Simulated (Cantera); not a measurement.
Pyrogenic steam for wet oxidation

An isothermal, constant-pressure homogeneous reactor starts with H₂ : O₂ : N₂ = 1.6 : 1 : 0.63 (molar parts), equivalence ratio 0.80, at 1125 K and 0.450 bar.

Detailed kinetics in Cantera: GRI-Mech 3.0 (53 species, 325 reactions). The temperature is held fixed by assumption; the heat of reaction is taken as removed at once.

```json
[
 {"t (s)": "1.00e-6", "x H₂": "0.495", "x O₂": "0.310", "x OH": "4.06e-11", "x H": "1.03e-9", "x H₂O": "7.13e-11"},
 {"t (s)": "3.47e-6", "x H₂": "0.495", "x O₂": "0.310", "x OH": "2.60e-10", "x H": "4.45e-9", "x H₂O": "1.61e-9"},
 {"t (s)": "1.20e-5", "x H₂": "0.495", "x O₂": "0.310", "x OH": "3.41e-9", "x H": "5.19e-8", "x H₂O": "5.35e-8"},
 {"t (s)": "4.16e-5", "x H₂": "0.495", "x O₂": "0.310", "x OH": "3.25e-6", "x H": "4.82e-5", "x H₂O": "6.34e-5"},
 {"t (s)": "0.000144", "x H₂": "0.0268", "x O₂": "0.0938", "x OH": "0.00265", "x H": "0.00511", "x H₂O": "0.615"},
 {"t (s)": "0.000500", "x H₂": "0.00507", "x O₂": "0.0845", "x OH": "0.000226", "x H": "6.52e-5", "x H₂O": "0.651"},
 {"t (s)": "0.00173", "x H₂": "0.00241", "x O₂": "0.0834", "x OH": "3.68e-5", "x H": "4.98e-6", "x H₂O": "0.655"},
 {"t (s)": "0.00600", "x H₂": "0.00123", "x O₂": "0.0828", "x OH": "1.60e-5", "x H": "1.15e-6", "x H₂O": "0.657"},
 {"t (s)": "0.0208", "x H₂": "0.000406", "x O₂": "0.0825", "x OH": "7.36e-6", "x H": "1.85e-7", "x H₂O": "0.658"},
 {"t (s)": "0.0721", "x H₂": "7.58e-5", "x O₂": "0.0823", "x OH": "3.35e-6", "x H": "1.68e-8", "x H₂O": "0.658"},
 {"t (s)": "0.250", "x H₂": "3.47e-6", "x O₂": "0.0823", "x OH": "2.14e-6", "x H": "5.28e-10", "x H₂O": "0.658"},
 {"t (s)": "0.866", "x H₂": "1.20e-8", "x O₂": "0.0823", "x OH": "1.94e-6", "x H": "6.04e-12", "x H₂O": "0.658"},
 {"t (s)": "3.00", "x H₂": "8.31e-9", "x O₂": "0.0823", "x OH": "2.47e-6", "x H": "5.99e-12", "x H₂O": "0.658"}
]
```
x: mole fraction; the columns are a selection and need not sum to one.

Equilibrium at this temperature and pressure: H₂ 8.30e-9, O₂ 0.0823, OH 2.51e-6, H 6.08e-12, H₂O 0.658 (gas phase only).
